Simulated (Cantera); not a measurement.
**Low-pressure radical oxidation in H2/O2**

An isothermal, constant-pressure homogeneous reactor starts with H₂ : O₂ : H₂O = 0.028 : 1 : 0.0077 (molar parts), equivalence ratio 0.014, at 900 K and 1330 Pa.

Detailed kinetics in Cantera: GRI-Mech 3.0 (53 species, 325 reactions). Radical loss at walls, strong at low pressure, is not modelled. Below about 950 K walls govern HO2 and H2O2 in real vessels.

| t (s) | x H₂ | x O₂ | x H₂O₂ | x HO₂ | x OH | x H₂O | x H |
|---|---|---|---|---|---|---|---|
| 5.00e-5 | 0.0270 | 0.966 | <1e-12 | <1e-12 | <1e-12 | 0.00743 | <1e-12 |
| 0.000195 | 0.0270 | 0.966 | <1e-12 | 2.38e-12 | <1e-12 | 0.00743 | 1.84e-12 |
| 0.000758 | 0.0270 | 0.966 | <1e-12 | 9.54e-12 | 4.23e-12 | 0.00743 | 6.71e-12 |
| 0.00295 | 0.0270 | 0.966 | <1e-12 | 4.86e-11 | 8.43e-11 | 0.00743 | 1.04e-10 |
| 0.0115 | 0.0270 | 0.966 | 1.79e-11 | 2.23e-7 | 1.37e-6 | 0.00744 | 1.66e-6 |
| 0.0447 | 0.000480 | 0.963 | 1.11e-7 | 6.04e-6 | 0.000369 | 0.0340 | 0.000487 |
| 0.174 | 2.95e-5 | 0.965 | 4.47e-8 | 1.37e-6 | 5.91e-5 | 0.0349 | 5.45e-6 |
| 0.678 | 2.77e-6 | 0.965 | 2.07e-8 | 2.50e-7 | 1.65e-5 | 0.0349 | 1.21e-7 |
| 2.64 | 2.04e-7 | 0.965 | 7.39e-9 | 3.65e-8 | 5.40e-6 | 0.0349 | 4.01e-9 |
| 10.3 | 9.69e-9 | 0.965 | 2.38e-9 | 5.90e-9 | 2.05e-6 | 0.0349 | 2.14e-10 |
| 40.0 | 8.42e-10 | 0.965 | 7.65e-10 | 1.18e-9 | 8.82e-7 | 0.0349 | 1.73e-11 |
x: mole fraction; the columns are a selection and need not sum to one.

Equilibrium at this temperature and pressure: H₂ <1e-12, O₂ 0.965, H₂O₂ 2.70e-12, HO₂ 9.93e-11, OH 3.35e-8, H₂O 0.0349, H <1e-12 (gas phase only).
